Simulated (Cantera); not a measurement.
Charge: 1 mol NiS, 18 mol H₂, 17 mol N₂, equilibrated at 875 K and 1 atm.

Method: chemical equilibrium by Gibbs-energy minimisation in Cantera with the NASA 1993 tables (ideal gas, pure condensed phases). Candidate condensed phases: Ni, NiS, NiS₂, Ni₃S₂, Ni₃S₄, S; 17 gas species. Kinetics and transport are ignored.

Base state: H₂ 0.504, N₂ 0.486, H₂S 0.00953, NH₃ 0.000377 (mole fractions); condensed: Ni₃S₂(s).

### Question
What changes in the equilibrium state with this change: NiS replaced by Al₂O₃?

### Answer
```
species          before     after
-------------  --------  --------
H₂                0.504     0.514
N₂                0.486     0.486
NH₃            0.000377  0.000388
H₂S             0.00953         0
Ni₃S₂(s), mol     0.333         0
Al₂O₃(s), mol         0      1.00
```
Further candidate phases: Al, AlN, Al₂O₃, H₂O.
